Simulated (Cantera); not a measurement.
A closed system holds: 1 mol CH4, 2 mol H2, 11 mol N2, at 3.80 bar.

Cantera equilibrium calculation (NASA polynomials, part measured and part estimated; ideal gas, pure solids and liquids). Candidate condensed phases: C, C6H6, C7H8, C8H18; 110 gas species. Ions and electrons are included (thermal ionisation). Equilibrium is a limit: real reactors are often held back by kinetics, nucleation or transport.

Task: At 3727 °C, list the 6 most abundant gas species with their mole fractions, and the condensed phases.

Result: N2 0.611, H 0.245, H2 0.0900, HCN 0.0244, CN 0.0139, HNC 0.00826. Condensed: gas only.
